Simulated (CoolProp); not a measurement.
Vapour-liquid equilibrium of carbon dioxide (1) + R142b (2) at 265.6 K; x and y are mole fractions of (1).

The numbers come from the multi-fluid Helmholtz-energy mixture model, Span 1996 and Lemmon 2006; pair parameters Bell 2016 in CoolProp.

Q: Give the bubble pressure and the first vapour's composition at x = 0.05, 0.25, 0.55. Is there an azeotrope?

A: x = 0.05: 211.7 kPa, y = 0.500; x = 0.25: 707.8 kPa, y = 0.868; x = 0.55: 1518 kPa, y = 0.953. No azeotrope shows between x = 0.05 and 0.95.

Pair parameters are fitted to limited data, so mixtures are less certain than the pure fluids.
